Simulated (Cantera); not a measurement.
Feed: 1 mol SiO₂, 0.9 mol C, 0.18 mol H₂, 14 mol CO, at 1075 K.

Points: P (Pa) = 10, 52, 270, 1400, 7200, 37000, 190000, 1e+06.

Cantera's Mixture.equilibrate('TP', solver="vcs", rtol=1e-11, max_steps=5000) on the NASA tables stopped like this:

```
ERROR: FAILURE its = 5001!

*******************************************************************************
CanteraError thrown by MultiPhase::equilibrate:
VCS solver failed. Return code: -1
*******************************************************************************
```

Task: What got this run through?

Result: One answer among several that fit: The failure is numerical, not chemical. The same input converged with solver="gibbs", rtol=1e-10, max_steps=50000, and the result passed a check of the equilibrium conditions:
```
log10 of partial pressures in bar; condensed amounts in mol
      P/Pa        CO       CO2        H2       H2O       CH4     C(gr) SiO2(hqz)
        10    -4.006    -8.878    -5.896   -10.800   -13.139    0.9002         1
        52    -3.290    -7.446    -5.180    -9.368   -11.707     0.901         1
       270    -2.574    -6.015    -4.465    -7.938   -10.276    0.9051         1
      1400    -1.860    -4.587    -3.750    -6.509    -8.846    0.9265         1
      7200    -1.152    -3.172    -3.039    -5.090    -7.424     1.033         1
   3.7e+04    -0.458    -1.782    -2.328    -3.684    -6.002     1.513         1
   1.9e+05     0.189    -0.488    -1.626    -2.335    -4.599     2.997         1
     1e+06     0.747     0.627    -0.975    -1.126    -3.296     5.171         1
```

The gas is ideal and each condensed phase is pure.
